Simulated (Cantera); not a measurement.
An isothermal, constant-pressure homogeneous reactor starts with 72.5 % CH4, 27.5 % CO2, at 1425 K and 0.260 bar.

Computed with Cantera and GRI-Mech 3.0 (53 species, 325 reactions). GRI-Mech 3.0 stops at C3 and has no aromatics, soot or wall deposition, so with more carbon than oxygen in the feed, carbon stays in small species such as C2H2 where larger ones or solid carbon would form.

Question: Predict: x(CH4) at 3.00 s; x(CO2) at 3.00 s; x(C2H6) at 3.00 s; x(C2H) at 3.00 s; x(CH3) at 3.00 s.

Answer: 
```
Quantity                                             Result
-----------------  ----------------------------------------
x(CH4) at 3.00 s       0.429 (gas-phase equilibrium 0.0611)
x(CO2) at 3.00 s      0.190 (gas-phase equilibrium 1.45e-7)
x(C2H6) at 3.00 s  0.000258 (gas-phase equilibrium 1.67e-5)
x(C2H) at 3.00 s    1.15e-9 (gas-phase equilibrium 1.71e-9)
x(CH3) at 3.00 s   0.000103 (gas-phase equilibrium 2.22e-5)
```
